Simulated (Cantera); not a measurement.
An isothermal, constant-pressure homogeneous reactor starts with CH4 : CO2 : H2 = 1 : 1.9 : 0.71 (molar parts), at 2048 K and 180000 Pa. Integrator tolerance rtol = 1e-08.

Detailed kinetics in Cantera: GRI-Mech 3.0 (53 species, 325 reactions).

### Question
What does this change do: temperature 2048 to 1423 K?

### Answer
```csv
quantity,before,after
x(CH4) at 200 s,1.81e-8 (gas-phase equilibrium 2.04e-8),0.0386 (gas-phase equilibrium 8.92e-6)
x(CO2) at 200 s,0.0354 (gas-phase equilibrium 0.0354),0.0856 (gas-phase equilibrium 0.0561)
x(H2) at 200 s,0.357 (gas-phase equilibrium 0.357),0.305 (gas-phase equilibrium 0.379)
x(HO2) at 200 s,1.60e-11 (gas-phase equilibrium 1.60e-11),<1e-12 (gas-phase equilibrium <1e-12)
x(O) at 200 s,7.75e-8 (gas-phase equilibrium 7.75e-8),<1e-12 (gas-phase equilibrium <1e-12)
x(C2H6) at 200 s,<1e-12 (gas-phase equilibrium <1e-12),1.17e-5 (gas-phase equilibrium <1e-12)
```
